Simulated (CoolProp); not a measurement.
The numbers come from the reference Helmholtz-energy equation of state, Lemmon 2006 in CoolProp. It is a short technical equation, of lower accuracy than the large ones.

For CH3F (R41), give the phase and the cv (kJ/(kg K)), speed of sound (m/s), Joule-Thomson coefficient (K/MPa) at 283.6 K and 0.342 MPa; 396.7 K and 0.342 MPa.


- 283.6 K and 0.342 MPa: gas; cv 0.870, speed of sound 293, Joule-Thomson coefficient 20.7
- 396.7 K and 0.342 MPa: gas; cv 1.05, speed of sound 344, Joule-Thomson coefficient 8.07
